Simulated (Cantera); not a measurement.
An adiabatic, constant-volume homogeneous reactor starts with H₂ : O₂ : N₂ : NO = 1 : 1.11 : 4.18 : 0.0084 (molar parts), at 1375 K and 1000000 Pa. Integrator tolerance rtol = 1e-08.

Cantera simulation using GRI-Mech 3.0 (53 species, 325 reactions); the numbers are that mechanism's predictions, not measurements. The hydrogen kinetics of GRI-Mech 3.0 are dated; newer H2 mechanisms differ, most at raised pressure. The mechanism lacks 2 NO + O2 → 2 NO2 and HONO, so NO2 and the effect of NO are under-described below about 1400 K.

What does this change do: H2 1 to 0.59 parts?


```
quantity                                                              before                                    after
---------------------------------  -----------------------------------------  ---------------------------------------
time of steepest temperature rise                                    2.88 µs                                  3.44 µs
temperature at 1.00 s                                                 2623 K                                   2218 K
equilibrium temperature                                               2623 K                                   2218 K
x(H₂) at 1.00 s                      0.00136 (gas-phase equilibrium 0.00136)  9.09e-5 (gas-phase equilibrium 9.09e-5)
x(O₂) at 1.00 s                        0.0936 (gas-phase equilibrium 0.0936)      0.140 (gas-phase equilibrium 0.140)
x(NO) at 1.00 s                        0.0180 (gas-phase equilibrium 0.0180)    0.0105 (gas-phase equilibrium 0.0105)
x(H) at 1.00 s                     0.000372 (gas-phase equilibrium 0.000372)  1.53e-5 (gas-phase equilibrium 1.53e-5)
x(H₂O₂) at 1.00 s                    1.92e-6 (gas-phase equilibrium 1.92e-6)  5.44e-7 (gas-phase equilibrium 5.44e-7)
x(H₂O) at 1.00 s                         0.165 (gas-phase equilibrium 0.165)      0.104 (gas-phase equilibrium 0.104)
x(HO₂) at 1.00 s                     2.78e-5 (gas-phase equilibrium 2.78e-5)  9.34e-6 (gas-phase equilibrium 9.34e-6)
```

What does this change do: initial temperature 1375 to 1475 K?


```json
[
 {"quantity": "time of steepest temperature rise", "before": "2.88 µs", "after": "1.76 µs"},
 {"quantity": "temperature at 1.00 s", "before": "2623 K", "after": "2686 K"},
 {"quantity": "equilibrium temperature", "before": "2623 K", "after": "2686 K"},
 {"quantity": "x(H₂) at 1.00 s", "before": "0.00136 (gas-phase equilibrium 0.00136)", "after": "0.00182 (gas-phase equilibrium 0.00182)"},
 {"quantity": "x(O₂) at 1.00 s", "before": "0.0936 (gas-phase equilibrium 0.0936)", "after": "0.0920 (gas-phase equilibrium 0.0920)"},
 {"quantity": "x(NO) at 1.00 s", "before": "0.0180 (gas-phase equilibrium 0.0180)", "after": "0.0196 (gas-phase equilibrium 0.0196)"},
 {"quantity": "x(H) at 1.00 s", "before": "0.000372 (gas-phase equilibrium 0.000372)", "after": "0.000564 (gas-phase equilibrium 0.000564)"},
 {"quantity": "x(H₂O₂) at 1.00 s", "before": "1.92e-6 (gas-phase equilibrium 1.92e-6)", "after": "2.08e-6 (gas-phase equilibrium 2.08e-6)"},
 {"quantity": "x(H₂O) at 1.00 s", "before": "0.165 (gas-phase equilibrium 0.165)", "after": "0.163 (gas-phase equilibrium 0.163)"},
 {"quantity": "x(HO₂) at 1.00 s", "before": "2.78e-5 (gas-phase equilibrium 2.78e-5)", "after": "3.13e-5 (gas-phase equilibrium 3.13e-5)"}
]
```
